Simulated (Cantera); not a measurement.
Equilibrium for roasting and sulfation: FeS + O₂ + N₂

Feed: 1 mol FeS, 0.23 mol O₂, 5.3 mol N₂, held at 6900 Pa.

Equilibrium computed with Cantera from the NASA thermochemical tables; the gas is ideal and each condensed phase is pure. Candidate condensed phases: Fe, FeO, FeS, FeSO₄, FeS₂, Fe₂O₃, Fe₂(SO₄)₃, Fe₃O₄, S; 19 gas species. Metal and sulfide melt together well below either melting point, which pure phases cannot show. Mutual solubility and eutectic melting of coexisting phases are not modelled. The tables' stoichiometric FeO is somewhat more stable than real wüstite, so its field is too wide. FeO, FeS: taken at fixed stoichiometry. Gases not in the tables: S₃ to S₇. Rates play no part.

```tsv
T (°C)	x N₂	x SO₂	x S₂	x SO	x S₂O	x S	n FeS(s)	n Fe₃O₄(s)	n FeO(s)
652	0.974	0.0242	0.00145	1.19e-6	3.58e-5	1.22e-10	0.852	0.0492	0
702	0.974	0.0238	0.00186	2.84e-6	4.18e-5	5.84e-10	0.850	0.0501	0
752	0.974	0.0234	0.00233	6.18e-6	4.80e-5	2.40e-9	0.847	0.0512	0
802	0.974	0.0230	0.00286	1.25e-5	5.42e-5	8.62e-9	0.843	0.0523	0
852	0.974	0.0225	0.00342	2.37e-5	6.03e-5	2.77e-8	0.839	0.0536	0
902	0.974	0.0220	0.00403	4.25e-5	6.62e-5	8.03e-8	0.835	0.0549	0
952	0.970	0.0242	0.00560	8.03e-5	8.74e-5	2.34e-7	0.805	0	0.195
1002	0.969	0.0228	0.00761	0.000134	0.000105	6.28e-7	0.790	0	0.210
1052	0.969	0.0211	0.00996	0.000213	0.000122	1.55e-6	0.773	0	0.227
1102	0.968	0.0193	0.0126	0.000322	0.000137	3.57e-6	0.753	0	0.247
1152	0.967	0.0173	0.0154	0.000465	0.000149	7.69e-6	0.733	0	0.267
```
x: gas mole fraction; n: condensed amount in mol.

From 652 °C to 902 °C the condensed part is FeS(s) + Fe₃O₄(s). From 952 °C to 1152 °C the condensed part is FeO(s) + FeS(s).
